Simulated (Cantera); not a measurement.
Feed: 1 mol Pb, 0.96 mol H₂, 35 mol N₂, at 0.100 bar.

Equilibrium computed with Cantera from the NASA thermochemical tables; the gas is ideal and each condensed phase is pure. Candidate condensed phases: Pb; 11 gas species. Kinetics and transport are ignored.

What share of the Pb ends up in condensed phases as a function of T (K), at 673, 773, 873, 973, 1073, 1173, 1273, 1373, 1473?


```csv
T (K),Pb condensed (%),as
673,100.0,Pb(l)
773,100.0,Pb(l)
873,100.0,Pb(l)
973,99.7,Pb(l)
1073,97.4,Pb(l)
1173,84.8,Pb(l)
1273,32.7,Pb(l)
1373,0.0,-
1473,0.0,-
```
